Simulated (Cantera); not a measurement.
A closed system holds: 1 mol Si₂Cl₆, 0.053 mol HCl, 46 mol H₂, 0.9 mol Cl₂, at 7.50 Torr.

Equilibrium computed with Cantera from the NASA thermochemical tables; the gas is ideal and each condensed phase is pure. Candidate condensed phases: Si; 19 gas species. The feed counts by its element totals alone. The tables' values for SiCl₃, SiCl are old estimates; treat these amounts as uncertain. Rates play no part.

x: gas mole fraction; n: condensed amount in mol.

| T (K) | x H₂ | x HCl | x SiCl₂ | x SiCl₄ | x SiHCl₃ | x SiCl₃ | n Si(s) |
|---|---|---|---|---|---|---|---|
| 1000 | 0.937 | 0.0268 | 0.00130 | 0.0273 | 0.00673 | 0.00121 | 0.228 |
| 1050 | 0.927 | (withheld) | (withheld) | (withheld) | (withheld) | 0.00196 | (withheld) |
| 1100 | 0.916 | 0.0518 | 0.00597 | 0.0185 | 0.00483 | 0.00282 | 0.426 |
| 1150 | 0.904 | 0.0657 | 0.0105 | 0.0129 | 0.00361 | 0.00352 | 0.494 |
| 1200 | 0.892 | 0.0777 | 0.0160 | 0.00769 | 0.00240 | 0.00374 | 0.523 |
| 1250 | 0.884 | 0.0862 | 0.0211 | 0.00386 | 0.00141 | 0.00337 | 0.520 |
| 1300 | 0.879 | 0.0907 | 0.0250 | 0.00171 | 0.000753 | 0.00268 | 0.500 |
| 1350 | 0.877 | 0.0926 | 0.0275 | (withheld) | (withheld) | 0.00199 | 0.475 |
| 1400 | 0.876 | 0.0930 | 0.0291 | 0.000302 | 0.000201 | 0.00144 | 0.449 |
| 1450 | 0.876 | 0.0927 | 0.0303 | 0.000131 | 0.000107 | 0.00104 | 0.423 |
| 1500 | 0.876 | 0.0922 | 0.0312 | 5.96e-5 | 5.86e-5 | 0.000765 | 0.399 |
| 1550 | 0.876 | 0.0915 | 0.0319 | 2.83e-5 | 3.33e-5 | 0.000569 | 0.375 |
| 1600 | 0.876 | 0.0908 | 0.0325 | 1.40e-5 | 1.95e-5 | 0.000430 | 0.353 |

Q: What belongs in the gaps?

A: 
- 1050, x HCl: 0.0384
- 1050, x SiCl₂: 0.00297
- 1050, x SiCl₄: 0.0235
- 1050, x SiHCl₃: 0.00588
- 1050, n Si(s): 0.331
- 1350, x SiCl₄: 0.000716
- 1350, x SiHCl₃: 0.000389
